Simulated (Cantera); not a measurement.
**Catalytic stagnation flow on Pt**

A jet of H₂ : O₂ : N₂ = 0.024 : 0.13 : 0.79 (molar parts), equivalence ratio 0.092 at 300 K and 180 Torr hits a platinum plate 6.1 cm away at a mass flux of 0.034 kg/m²/s; the plate temperature is set and raised in steps from an oxygen-covered start.

Computed with Cantera and Deutschmann's 1995 Pt surface mechanism with GRI-Mech 3.0 gas chemistry. Catalytic surfaces can have several steady states; this one follows from the mechanism file's or the stated starting coverage.

| plate T (K) | wall x H₂ | wall x O₂ | wall x H₂O | wall x OH | θ free Pt | θ O* | θ OH* |
|---|---|---|---|---|---|---|---|
| 700 | 0.00141 | 0.112 | 0.0461 | <1e-8 | 0.0283 | 0.968 | 0.00342 |
| 750 | 0.00104 | 0.112 | 0.0465 | <1e-8 | 0.0402 | 0.957 | 0.00295 |
| 800 | 0.000679 | 0.112 | 0.0470 | <1e-8 | 0.0656 | 0.932 | 0.00281 |
| 850 | 0.000448 | 0.111 | 0.0472 | 1.10e-8 | 0.104 | 0.893 | 0.00270 |
| 900 | 0.000314 | 0.111 | 0.0473 | 3.36e-8 | 0.153 | 0.844 | 0.00254 |
| 950 | 0.000238 | 0.111 | 0.0472 | 9.09e-8 | 0.209 | 0.789 | 0.00234 |
x: mole fraction at the wall; θ: surface coverage.
